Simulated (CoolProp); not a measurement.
Vapour-liquid equilibrium of n-octane (1) + o-xylene (2) at 0.0119 MPa; x and y are mole fractions of (1).

Values from CoolProp's multi-fluid Helmholtz-energy mixture model, Beckmüller 2019 and Zhou 2012; pair parameters Bell 2016.

| x | bubble temperature, mixture model (°C) | bubble temperature, Raoult's law (°C) | y, mixture model | y, Raoult's law |
|---|---|---|---|---|
| 0.05 | 77.1 | 77.4 | 0.097 | 0.089 |
| 0.15 | 74.8 | 75.4 | 0.260 | 0.247 |
| 0.25 | 72.9 | 73.5 | 0.395 | 0.384 |
| 0.35 | 71.1 | 71.8 | 0.508 | 0.502 |
| 0.45 | 69.6 | 70.2 | 0.607 | 0.606 |
| 0.55 | 68.1 | 68.7 | 0.693 | 0.698 |
| 0.65 | 66.8 | 67.3 | 0.771 | 0.779 |
| 0.75 | 65.6 | 66.0 | 0.842 | 0.851 |
| 0.85 | 64.5 | 64.7 | 0.908 | 0.915 |
| 0.95 | 63.5 | 63.5 | 0.970 | 0.973 |

The largest gap from Raoult's law is -0.7 K in bubble temperature, at x = 0.35. No azeotrope shows between x = 0.05 and 0.95.

Pair parameters are fitted to limited data, so mixtures are less certain than the pure fluids.
